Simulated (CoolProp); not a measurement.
Vapour-liquid equilibrium of R113 (1) + n-hexane (2) at 2.25 bar; x and y are mole fractions of (1).

Model: multi-fluid Helmholtz-energy mixture model, Marx 1992 and Thol 2019; pair parameters Bell 2016, in CoolProp.

```
x     bubble temperature (K)  y at the bubble point  dew temperature at overall composition x (K)  liquid density (mol/L)
----  ----------------------  ---------------------  --------------------------------------------  ----------------------
0.05                   367.4                  0.100                                         368.5                   6.835
0.15                   363.5                  0.265                                         366.2                   6.929
0.25                     [?]                    [?]                                         363.8                   7.018
0.35                   357.6                  0.504                                         361.4                   7.105
0.45                   355.3                  0.596                                         358.9                   7.190
0.55                   353.4                  0.678                                         356.5                   7.277
0.65                   351.7                  0.753                                         354.0                   7.364
0.75                     [?]                  0.824                                         351.7                   7.453
0.85                   348.9                  0.893                                         349.7                   7.545
0.95                   347.7                  0.964                                         347.9                   7.640
```

Problem. What belongs in the gaps?

Solution. 
- 0.25, bubble temperature (K): 360.3
- 0.25, y at the bubble point: 0.396
- 0.75, bubble temperature (K): 350.2

No azeotrope shows between x = 0.05 and 0.95.

Pair parameters are fitted to limited data, so mixtures are less certain than the pure fluids.
